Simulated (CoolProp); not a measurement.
Properties of n-dodecane along the isobar 59.3 bar (Tc = 385.0 °C, pc = 18.18 bar, ω = 0.574).

Values from CoolProp's reference Helmholtz-energy equation of state, Lemmon 2004. It is a short technical equation, of lower accuracy than the large ones.

```
T (°C)   phase  cp (kJ/(kg K))  cv (kJ/(kg K))
------  ------  --------------  --------------
88.75   liquid           2.435           2.062
101.05  liquid           2.482           2.110
113.35  liquid           2.529           2.158
125.55  liquid           2.576           2.205
137.85  liquid           2.624           2.252
150.05  liquid           2.672           2.299
162.35  liquid           2.720           2.346
174.65  liquid           2.768           2.392
186.85  liquid           2.815           2.437
199.15  liquid           2.863           2.481
211.45  liquid           2.910           2.525
```
